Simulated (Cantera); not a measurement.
A closed system holds: 1 mol SiCl₄, a varied amount of Cl₂, 58 mol H₂, at 948.15 K and 0.00310 bar.

Method: chemical equilibrium by Gibbs-energy minimisation in Cantera with the NASA 1993 tables (ideal gas, pure condensed phases). Candidate condensed phases: Si; 19 gas species. The numbers say what is thermodynamically allowed, not how fast it happens.

Task: Which condensed phases are stable at each of these points (n(Cl₂) (mol)): 0.08, 0.1, 0.13, 0.16, 0.2, 0.25, 0.32, 0.4, 0.5, 0.63, 0.79?

Result: 
```tsv
n(Cl₂) (mol)	condensed phases	Si condensed (%)
0.08	Si(s)	16.7
0.1	Si(s)	15.7
0.13	Si(s)	14.3
0.16	Si(s)	12.8
0.2	Si(s)	10.9
0.25	Si(s)	8.5
0.32	Si(s)	5.1
0.4	Si(s)	1.2
0.5	gas only	0.0
0.63	gas only	0.0
0.79	gas only	0.0
```

From 0.08 mol Cl₂ to 0.4 mol Cl₂ the condensed part is Si(s). From 0.5 mol Cl₂ to 0.79 mol Cl₂ nothing is condensed.
